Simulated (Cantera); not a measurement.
An adiabatic, constant-volume homogeneous reactor starts with 13.6 % CO, 4.61 % H2, 10.1 % O2, 71.7 % N2, equivalence ratio 0.90, at 1675 K and 4.70 bar.

Cantera simulation using GRI-Mech 3.0 (53 species, 325 reactions); the numbers are that mechanism's predictions, not measurements. The hydrogen kinetics of GRI-Mech 3.0 are dated; newer H2 mechanisms differ, most at raised pressure.

**Question.** Predict: time of steepest temperature rise; temperature at 4.00 s; equilibrium temperature; x(CO) at 4.00 s; x(H2) at 4.00 s; x(O2) at 4.00 s; x(NO) at 4.00 s; x(HO2) at 4.00 s.

**Answer.** 
* **time of steepest temperature rise**: 4.40 µs
* **temperature at 4.00 s**: 2823 K
* **equilibrium temperature**: 2823 K
* **x(CO) at 4.00 s**: 0.0418 (gas-phase equilibrium 0.0418)
* **x(H2) at 4.00 s**: 0.00243 (gas-phase equilibrium 0.00243)
* **x(O2) at 4.00 s**: 0.0233 (gas-phase equilibrium 0.0233)
* **x(NO) at 4.00 s**: 0.0125 (gas-phase equilibrium 0.0125)
* **x(HO2) at 4.00 s**: 6.19e-6 (gas-phase equilibrium 6.19e-6)
